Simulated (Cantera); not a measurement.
An isothermal plug-flow reactor at 625 K and 1.90 bar (inlet), inlet velocity 0.58 m/s, active area per volume 2000 1/m; feed 0.262 % H₂, 16.8 % O₂, 82.9 % N₂, equivalence ratio 0.0078.

Detailed kinetics in Cantera: Deutschmann's 1995 Pt surface mechanism with GRI-Mech 3.0 gas chemistry. Catalytic surfaces can have several steady states; this one follows from the mechanism file's or the stated starting coverage. Mass transfer to the wall is taken as infinitely fast.

One state of this run: x H₂ = 3.92e-5; x O₂ = 0.167; x H₂O = 0.00259; θ free Pt = 0.00109; θ O* = 0.998; θ OH* = 0.000802. x: gas mole fraction; θ: surface coverage.

Task: Which value of z (m) does it belong to?
A. 0.015
B. 0.00042
C. 0.002
D. 0.0055

Result: A, 0.015
